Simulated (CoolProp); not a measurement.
Vapour-liquid equilibrium of dimethyl carbonate (1) + cyclohexane (2) at 1450 kPa; x and y are mole fractions of (1).

The numbers come from the multi-fluid Helmholtz-energy mixture model, Zhou 2011 and Zhou 2014; pair parameters Bell 2016 in CoolProp.

```csv
x,bubble temperature (K),y at the bubble point,dew temperature at overall composition x (K),liquid density (mol/L)
0.05,473.7,0.092,475.6,6.863
0.2,___,0.278,___,7.099
0.35,463.5,0.396,464.4,7.332
0.5,462.9,0.492,462.9,7.601
0.65,464.0,___,465.3,7.917
0.8,___,0.716,470.0,8.266
0.95,474.0,___,475.5,8.609
```

### Question
Complete the blanks.

### Answer

- 0.2, bubble temperature (K): 466.4
- 0.2, dew temperature at overall composition x (K): 469.2
- 0.65, y at the bubble point: 0.590
- 0.8, bubble temperature (K): 467.2
- 0.95, y at the bubble point: 0.910

y crosses x between x = 0.35 and 0.5: the model has an azeotrope there.

The pair parameters rest on a limited set of measurements; away from them the model extrapolates.
